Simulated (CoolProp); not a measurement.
Vapour-liquid equilibrium of propylene (1) + acetone (2) at 27.65 °C; x and y are mole fractions of (1).

Values from CoolProp's multi-fluid Helmholtz-energy mixture model, Lemmon 2013 and Lemmon 2006; pair parameters Bell 2016.

### Question
Give the bubble pressure and the first vapour's composition at x = 0.05, 0.8, 0.95. Is there an azeotrope?

### Answer
x = 0.05: 0.1575 MPa, y = 0.784; x = 0.8: 1.031 MPa, y = 0.978; x = 0.95: 1.170 MPa, y = 0.992. No azeotrope shows between x = 0.05 and 0.95.

The pair parameters rest on a limited set of measurements; away from them the model extrapolates. With so large a gap from Raoult's law the liquid may split in two, which this calculation doesn't test in full.
